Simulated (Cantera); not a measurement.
Input: 1 mol Si, a varied amount of NF3, 0.68 mol Cl2, equilibrated at 1000 K and 3.70 mbar.

Cantera equilibrium calculation (NASA polynomials, part measured and part estimated; ideal gas, pure solids and liquids). Candidate condensed phases: Si, Si3N4; 24 gas species. The tables' values for SiCl3, SiF3 are old estimates; treat these amounts as uncertain. Rates play no part.

x: gas mole fraction; n: condensed amount in mol.

| n(NF3) (mol) | x SiF4 | x F | x ClF | x N2 | x SiCl4 | x Cl2 | x F2 | n Si3N4(s) |
|---|---|---|---|---|---|---|---|---|
| 0.73 | 0.465 | <1e-12 | <1e-12 | 0.246 | 0.288 | 4.62e-11 | <1e-12 | 0.0374 |
| 0.84 | 0.460 | <1e-12 | <1e-12 | 0.292 | 0.248 | 4.53e-11 | <1e-12 | 0.00994 |
| 0.97 | 0.449 | <1e-12 | 4.15e-11 | 0.299 | 0.168 | 0.0823 | <1e-12 | 0 |
| 1.1 | 0.438 | <1e-12 | ___ | 0.292 | ___ | ___ | <1e-12 | 0 |
| 1.3 | 0.427 | 1.10e-12 | 2.70e-10 | 0.285 | 0.0109 | 0.274 | <1e-12 | 0 |
| 1.5 | 0.372 | 0.000989 | 0.185 | 0.279 | <1e-12 | 0.159 | 3.76e-7 | 0 |
| 1.7 | ___ | ___ | 0.353 | 0.275 | <1e-12 | ___ | ___ | 0 |
| 2 | 0.252 | 0.145 | 0.343 | 0.252 | <1e-12 | 2.53e-5 | 0.00810 | 0 |
| 2.3 | 0.203 | 0.261 | 0.276 | 0.234 | <1e-12 | 5.10e-6 | 0.0261 | 0 |
| 2.6 | 0.171 | 0.332 | 0.232 | 0.222 | <1e-12 | 2.22e-6 | 0.0424 | 0 |
| 3 | 0.141 | 0.395 | 0.192 | 0.212 | <1e-12 | 1.08e-6 | 0.0599 | 0 |

Question: What belongs in the gaps?

Answer: 
- 1.7, x SiF4: 0.324
- 1.7, x F: 0.00361
- 1.7, x Cl2: 0.0433
- 1.7, x F2: 5.02e-6
- 1.1, x ClF: 1.01e-10
- 1.1, x SiCl4: 0.0930
- 1.1, x Cl2: 0.174
